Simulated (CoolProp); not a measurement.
Properties of toluene along the isotherm 346.85 °C.

Computed with CoolProp (reference Helmholtz-energy equation of state, Lemmon 2006). It is a short technical equation, of lower accuracy than the large ones.

| p (kPa) | phase | cv (kJ/(kg K)) | speed of sound (m/s) | expansivity (1/kK) | conductivity (mW/(m K)) | fugacity coefficient |
|---|---|---|---|---|---|---|
| 19.6 | gas | 2.090 | 241.3 | 1.621 | 43.5 | 0.9985 |
| 29.5 | gas | 2.090 | 241.1 | 1.625 | 43.5 | 0.9977 |
| 44.5 | gas | 2.091 | 240.8 | 1.631 | 43.5 | 0.9966 |
| 67.2 | gas | 2.091 | 240.5 | 1.640 | 43.5 | 0.9949 |
| 101 | gas | 2.092 | 239.9 | 1.655 | 43.5 | 0.9923 |
| 153 | gas | 2.093 | 239.0 | 1.677 | 43.5 | 0.9884 |
| 231 | gas | 2.094 | 237.7 | 1.711 | 43.5 | 0.9824 |
| 348 | gas | 2.097 | 235.7 | 1.764 | 43.5 | 0.9736 |
| 525 | gas | 2.100 | 232.6 | 1.850 | 43.6 | 0.9603 |
| 792 | gas | 2.106 | 227.8 | 1.994 | 43.7 | 0.9404 |
| 1200 | gas | 2.115 | 220.2 | 2.250 | 43.8 | 0.9103 |
| 1800 | gas | 2.130 | 208.3 | 2.738 | 44.3 | 0.8668 |
| 2720 | gas | 2.158 | 188.2 | 3.916 | 45.7 | 0.8015 |
| 4100 | gas | 2.218 | 152.8 | 8.425 | 51.8 | 0.7058 |
| 6190 | supercritical | 2.268 | 150.6 | 16.58 | 76.7 | 0.5608 |

Thermal conductivity comes from a separate model (Assael 2012).
